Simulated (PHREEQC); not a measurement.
Solution (75 °C): 0.0066 mol/kgw NaOH and 0.086 mol/kgw Na2CO3. Closed to the air; pH follows from the charge balance.

Equilibrium calculation in PHREEQC: ion-association model, phreeqc.dat.

Q: The ionic strength comes out as 0.120 mol/kgw. What activity coefficients do OH-, Na+, NaCO3-, CO3-2, HCO3- get?

A: OH- 0.73, Na+ 0.76, NaCO3- 0.75, CO3-2 0.33, HCO3- 0.76.

No solid was allowed to form. Complexes and solids missing from the database can't appear. Away from 25 °C the constants follow the database's enthalpies or fits; those with neither stay at their 25 °C values.
